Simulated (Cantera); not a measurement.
An isothermal, constant-pressure homogeneous reactor starts with 82.8 % NO, 17.2 % N2, at 1700 K and 120000 Pa.

Model: GRI-Mech 3.0 (53 species, 325 reactions), integrated in Cantera.

Task: Predict: x(NO) at 60.0 s; x(N2O) at 60.0 s; x(NO2) at 60.0 s; x(O) at 60.0 s; x(N2) at 60.0 s; x(O2) at 60.0 s.

Result: 
- x(NO) at 60.0 s: 0.0487 (gas-phase equilibrium 0.00351)
- x(N2O) at 60.0 s: 1.07e-6 (gas-phase equilibrium 1.94e-7)
- x(NO2) at 60.0 s: 0.000227 (gas-phase equilibrium 1.69e-5)
- x(O) at 60.0 s: 2.56e-5 (gas-phase equilibrium 2.64e-5)
- x(N2) at 60.0 s: 0.562 (gas-phase equilibrium 0.584)
- x(O2) at 60.0 s: 0.389 (gas-phase equilibrium 0.412)
